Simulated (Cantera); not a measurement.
An isothermal, constant-pressure homogeneous reactor starts with CH4 : CO2 = 1 : 0.95 (molar parts), at 1400 K and 0.240 bar. Integrator tolerance rtol = 1e-08.

Cantera simulation using GRI-Mech 3.0 (53 species, 325 reactions); the numbers are that mechanism's predictions, not measurements.

Problem. What does this change do: CH4 1 to 0.3 parts?

Solution. 
| quantity | before | after |
|---|---|---|
| x(CH4) at 20.0 s | 0.147 (gas-phase equilibrium 0.00927) | 0.0681 (gas-phase equilibrium 1.40e-8) |
| x(CO2) at 20.0 s | 0.177 (gas-phase equilibrium 2.69e-6) | 0.474 (gas-phase equilibrium 0.198) |
| x(CH2CO) at 20.0 s | 2.54e-5 (gas-phase equilibrium 7.30e-8) | 3.34e-5 (gas-phase equilibrium <1e-12) |
| x(H2O) at 20.0 s | 0.182 (gas-phase equilibrium 5.90e-6) | 0.164 (gas-phase equilibrium 0.153) |
| x(CH3) at 20.0 s | 4.01e-5 (gas-phase equilibrium 2.63e-6) | 3.42e-5 (gas-phase equilibrium 6.79e-12) |

Problem. What does this change do: CH4 1 to 0.5 parts?

Solution. 
```tsv
quantity	before	after
x(CH4) at 20.0 s	0.147 (gas-phase equilibrium 0.00927)	0.0989 (gas-phase equilibrium 1.26e-7)
x(CO2) at 20.0 s	0.177 (gas-phase equilibrium 2.69e-6)	0.334 (gas-phase equilibrium 0.0801)
x(CH2CO) at 20.0 s	2.54e-5 (gas-phase equilibrium 7.30e-8)	3.26e-5 (gas-phase equilibrium 1.69e-12)
x(H2O) at 20.0 s	0.182 (gas-phase equilibrium 5.90e-6)	0.187 (gas-phase equilibrium 0.104)
x(CH3) at 20.0 s	4.01e-5 (gas-phase equilibrium 2.63e-6)	3.73e-5 (gas-phase equilibrium 4.58e-11)
```
